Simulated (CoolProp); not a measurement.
A closed Brayton cycle with carbon dioxide: compressor inlet 315.15 K and 7.8 MPa, high pressure 18.3 MPa, turbine inlet 810 K, compressor efficiency 0.8, turbine efficiency 0.93, recuperator effectiveness 0.8 (on enthalpy, no pinch check). Each further row changes one setting.

The numbers come from the reference Helmholtz-energy equation of state, Span 1996 in CoolProp.

```
case                           thermal efficiency (%)  net work (kJ/kg)  compressor to turbine work  compressor exit (K)  turbine exit (K)
-----------------------------  ----------------------  ----------------  --------------------------  -------------------  ----------------
as stated                                        28.1              74.3                        0.35                382.6             706.0
turbine inlet 760 K                              27.0              66.3                        0.38                382.6             659.9
compressor inlet 325.15 K                        27.1              67.2                        0.41                400.0             706.0
high pressure 15.6 MPa                           25.7              62.7                        0.33                369.6             725.0
recuperator effectiveness 0.5                    19.7              74.3                        0.35                382.6             706.0
```
